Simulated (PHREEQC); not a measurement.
A solution holds 0.0019 mol CaSO4, 0.00019 mol ZnCl2 and 9.9e-05 mol KCl per kg of water, at 25 °C. Closed to the air; pH follows from the charge balance.

All values are PHREEQC results (ion-association model, phreeqc.dat), not measurements.

Precipitation was switched off in this run.

Problem. Estimate the pH, specific conductance, ionic strength.

Solution. pH 6.45; specific conductance 463 µS/cm; ionic strength 0.00719 mol/kgw.

Problem. In which forms is S present?

Solution. SO4-2 86 %, CaSO4 13 %, ZnSO4 1.6 % of the S.
